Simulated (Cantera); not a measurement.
Cantera run, input and output.

```python
import numpy as np
import cantera as ct

gas = ct.Solution("SiF4_NH3_mec.yaml", "gas")
gas.TPX = 1700, 89000, {'NH3': 1, 'N2': 5.7, 'H2': 0.098}
inlet = ct.Reservoir(gas, clone=True)

reactor = ct.IdealGasConstPressureReactor(gas, energy="off", clone=False)
exhaust = ct.Reservoir(gas, clone=True)
tau = [1.6, 0.66, 0.27, 0.11, 0.044, 0.018, 0.0072][0]
for a, b in ((inlet, reactor), (reactor, exhaust)):
    ct.MassFlowController(a, b, mdot=lambda t: reactor.mass / tau)
net = ct.ReactorNet([reactor])
show = ['NH3', 'N2H2', 'NH2', 'H2', 'NH', 'N', 'N2H4']

rows = []
print(f"{'tau/s':>10s}{'T/K':>9s}" + "".join(f"{s:>11s}" for s in show))
for tau in [1.6, 0.66, 0.27, 0.11, 0.044, 0.018, 0.0072]:
    net.initial_time = 0.0
    net.advance(30 * tau)
    before = gas.X
    net.advance(40 * tau)
    drift = np.max(np.abs(gas.X - before) / (gas.X + 1e-9))
    rows.append([gas.T, *gas[show].X, drift])
    print(f"{tau:10.3e}{gas.T:9.1f}" + "".join(f"{x:11.3e}" for x in gas[show].X))
```

Output:

```
     tau/s      T/K        NH3       N2H2        NH2         H2         NH          N       N2H4
 1.600e+00   1700.0  8.327e-02  7.091e-08  4.765e-05  9.702e-02  5.950e-07  3.813e-08  1.683e-08
 6.600e-01   1700.0  1.086e-01  1.064e-07  5.931e-05  6.424e-02  6.731e-07  3.788e-08  2.608e-08
 2.700e-01   1700.0  1.274e-01  1.359e-07  6.822e-05  3.992e-02  7.027e-07  3.386e-08  3.451e-08
 1.100e-01   1700.0  1.381e-01  1.534e-07  7.385e-05  2.600e-02  6.927e-07  2.821e-08  4.044e-08
 4.400e-02   1700.0  1.433e-01  1.601e-07  7.662e-05  1.923e-02  6.662e-07  2.349e-08  4.353e-08
 1.800e-02   1700.0  1.455e-01  1.574e-07  7.679e-05  1.637e-02  6.335e-07  2.036e-08  4.372e-08
 7.200e-03   1700.0  1.465e-01  1.427e-07  7.390e-05  1.514e-02  5.789e-07  1.743e-08  4.049e-08
```

Computed with Cantera and the gas-phase N/H chemistry of the illustrative SiF4/NH3 mechanism in the Surface Chemkin manual (1991). Walls and surfaces, which speed up NH3 decomposition in real reactors, are not modelled.
